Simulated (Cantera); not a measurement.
A freely propagating, adiabatic, planar premixed flame of H2 : O2 : N2 = 1 : 0.794 : 2.98 (molar parts), unburnt at 498 K and 4.93 atm; mixture-averaged transport, grid criteria slope 0.08 and curve 0.16, no radiation.

Detailed kinetics in Cantera: the H2/O2 subset of GRI-Mech 3.0, which has no nitrogen chemistry. The hydrogen kinetics of GRI-Mech 3.0 are dated; newer H2 mechanisms differ, most at raised pressure. Burning velocities carry a grid error of a few per cent, more on coarse grids. Lean hydrogen flames are cellular in practice and burn faster than this planar one.

x: mole fraction of selected species; z is measured from the peak of heat release.

| z (mm) | T (K) | u (m/s) | x H2 | x O2 | x H | x H2O | x HO2 | x OH |
|---|---|---|---|---|---|---|---|---|
| -0.193 | 498 | 1.61 | 0.208 | 0.167 | <1e-8 | 4.77e-6 | 3.46e-8 | <1e-8 |
| -0.129 | 499 | 1.61 | 0.204 | 0.167 | <1e-8 | 5.42e-5 | 4.97e-7 | <1e-8 |
| -0.0965 | 503 | 1.60 | 0.198 | 0.169 | <1e-8 | 0.000340 | 3.89e-6 | <1e-8 |
| -0.0643 | 522 | 1.63 | 0.180 | 0.172 | <1e-8 | 0.00222 | 3.24e-5 | 1.02e-8 |
| -0.0322 | 699 | 2.10 | 0.130 | 0.171 | 2.15e-5 | 0.0255 | 0.000585 | … |
| -0.0161 | 1014 | 2.98 | 0.0897 | 0.154 | 0.000737 | 0.0711 | 0.000695 | … |
| 0 | 1370 | 4.00 | 0.0494 | 0.123 | 0.00326 | 0.131 | 0.000385 | … |
| 0.0161 | 1614 | 4.70 | 0.0229 | 0.0958 | 0.00469 | 0.176 | 0.000213 | … |
| 0.0322 | 1752 | 5.09 | 0.0114 | 0.0825 | 0.00397 | 0.197 | 0.000131 | 0.00733 |
| 0.0643 | 1881 | 5.46 | 0.00474 | 0.0752 | 0.00188 | 0.211 | 6.31e-5 | 0.00776 |
| 0.129 | 1961 | 5.67 | 0.00185 | 0.0737 | 0.000476 | 0.219 | 2.44e-5 | … |
| 0.257 | 1996 | 5.76 | 0.000585 | 0.0738 | 8.47e-5 | 0.223 | 8.42e-6 | … |
| 0.514 | 2007 | 5.79 | 0.000202 | 0.0740 | 1.83e-5 | 0.224 | 3.94e-6 | … |

Task: Some entries are withheld; supply them.

Result: 
- -0.0322, x OH: 3.49e-5
- -0.0161, x OH: 0.000568
- 0, x OH: 0.00231
- 0.0161, x OH: 0.00528
- 0.129, x OH: 0.00571
- 0.257, x OH: 0.00343
- 0.514, x OH: 0.00213
